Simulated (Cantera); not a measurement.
## Pyrogenic steam for wet oxidation

An isothermal, constant-pressure homogeneous reactor starts with 6.82 % H2, 8.63 % O2, 78.5 % N2, 6.04 % H2O, equivalence ratio 0.40, at 848 K and 81000 Pa.

Computed with Cantera and GRI-Mech 3.0 (53 species, 325 reactions). Below about 950 K walls govern HO2 and H2O2 in real vessels. The temperature is held fixed by assumption; the heat of reaction is taken as removed at once.

| t (s) | x H2 | x O2 | x H2O | x NO | x OH | x NO2 |
|---|---|---|---|---|---|---|
| 2.00e-5 | 0.0682 | 0.0863 | 0.0604 | <1e-12 | <1e-12 | <1e-12 |
| 9.28e-5 | 0.0682 | 0.0863 | 0.0604 | <1e-12 | <1e-12 | <1e-12 |
| 0.000431 | 0.0682 | 0.0863 | 0.0604 | <1e-12 | <1e-12 | <1e-12 |
| 0.00200 | 0.0682 | 0.0863 | 0.0604 | <1e-12 | <1e-12 | <1e-12 |
| 0.00928 | 0.0682 | 0.0863 | 0.0604 | <1e-12 | <1e-12 | <1e-12 |
| 0.0431 | 0.0682 | 0.0863 | 0.0604 | <1e-12 | <1e-12 | <1e-12 |
| 0.200 | 0.0682 | 0.0863 | 0.0604 | <1e-12 | <1e-12 | <1e-12 |
| 0.928 | 0.0682 | 0.0863 | 0.0604 | <1e-12 | 4.53e-12 | <1e-12 |
| 4.31 | 0.0677 | 0.0860 | 0.0609 | <1e-12 | 7.44e-10 | <1e-12 |
| 20.0 | 0.0371 | 0.0715 | 0.0932 | <1e-12 | 5.65e-9 | <1e-12 |
x: mole fraction; the columns are a selection and need not sum to one.

Equilibrium at this temperature and pressure: H2 <1e-12, O2 0.0540, H2O 0.133, NO 2.26e-6, OH 3.01e-9, NO2 1.93e-7 (gas phase only).
